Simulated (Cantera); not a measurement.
SiCl₄ + Cl₂ + H₂ (chlorosilane synthesis and conversion)

A closed system holds: 1 mol SiCl₄, 0.8 mol Cl₂, 0.9 mol H₂, equilibrated at 1098.15 K and 0.133 bar.

Equilibrium computed with Cantera from the NASA thermochemical tables; the gas is ideal and each condensed phase is pure. Candidate condensed phases: Si; 19 gas species. The tables' values for SiCl₃ are old estimates; treat these amounts as uncertain. Kinetics and transport are ignored.

* **x(HCl)**: 0.593
* **x(SiCl₄)**: 0.370
* **x(H₂)**: 0.0366
* **x(SiHCl₃)**: 0.000332
* **x(SiCl₃)**: 0.000261
* **x(SiCl₂)**: 2.58e-6
* **gas amount**: 2.700 mol
* **log10 activity of Si(s) (absent)**: -6.88
